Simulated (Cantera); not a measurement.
An isothermal, constant-pressure homogeneous reactor starts with 18.0 % H₂, 82.0 % O₂, equivalence ratio 0.11, at 1150 K and 1330 Pa.

Cantera simulation using the H2/O2 subset of GRI-Mech 3.0, which has no nitrogen chemistry; the numbers are that mechanism's predictions, not measurements. Radical loss at walls, strong at low pressure, is not modelled. The temperature is held fixed by assumption; the heat of reaction is taken as removed at once.

x: mole fraction; the columns are a selection and need not sum to one.

| t (s) | x H₂ | x O₂ | x H₂O | x O | x H₂O₂ | x H | x OH |
|---|---|---|---|---|---|---|---|
| 3.00e-6 | 0.180 | 0.820 | <1e-12 | 3.45e-12 | <1e-12 | 1.48e-10 | 3.35e-12 |
| 8.63e-6 | 0.180 | 0.820 | 3.81e-12 | 2.72e-11 | <1e-12 | 4.13e-10 | 2.52e-11 |
| 2.48e-5 | 0.180 | 0.820 | 7.59e-11 | 2.02e-10 | <1e-12 | 1.13e-9 | 1.66e-10 |
| 7.15e-5 | 0.180 | 0.820 | 1.30e-9 | 1.43e-9 | 1.20e-12 | 3.48e-9 | 9.51e-10 |
| 0.000206 | 0.180 | 0.820 | 2.57e-8 | 1.39e-8 | 9.93e-12 | 2.21e-8 | 7.93e-9 |
| 0.000592 | 0.180 | 0.820 | 3.13e-6 | 1.27e-6 | 8.94e-11 | 1.88e-6 | 7.05e-7 |
| 0.00170 | 0.0522 | 0.750 | 0.0948 | 0.0363 | [?] | 0.0559 | 0.0113 |
| 0.00490 | 0.00643 | 0.737 | 0.154 | 0.0524 | [?] | 0.0432 | 0.00716 |
| 0.0141 | 0.00314 | 0.774 | 0.181 | 0.0231 | 3.73e-7 | 0.0128 | 0.00506 |
| 0.0406 | 0.000546 | 0.797 | 0.196 | 0.00387 | 3.47e-7 | 0.000859 | 0.00209 |
| 0.117 | 5.74e-5 | 0.801 | 0.198 | 0.000411 | [?] | 2.95e-5 | 0.000679 |
| 0.336 | 7.79e-6 | 0.802 | 0.198 | 5.73e-5 | [?] | 1.54e-6 | 0.000255 |
| 0.966 | 1.51e-6 | 0.802 | 0.198 | 1.14e-5 | [?] | 1.37e-7 | 0.000114 |
| 2.78 | 3.72e-7 | 0.802 | 0.198 | 2.86e-6 | [?] | 1.72e-8 | 5.69e-5 |
| 8.00 | 1.06e-7 | 0.802 | 0.198 | 8.25e-7 | [?] | 2.65e-9 | 3.05e-5 |

Q: Some entries are withheld; supply them.

A: 
- 0.00170, x H₂O₂: 5.41e-7
- 0.00490, x H₂O₂: 2.81e-7
- 0.117, x H₂O₂: 1.65e-7
- 0.336, x H₂O₂: 6.04e-8
- 0.966, x H₂O₂: 2.17e-8
- 2.78, x H₂O₂: 7.84e-9
- 8.00, x H₂O₂: 2.82e-9
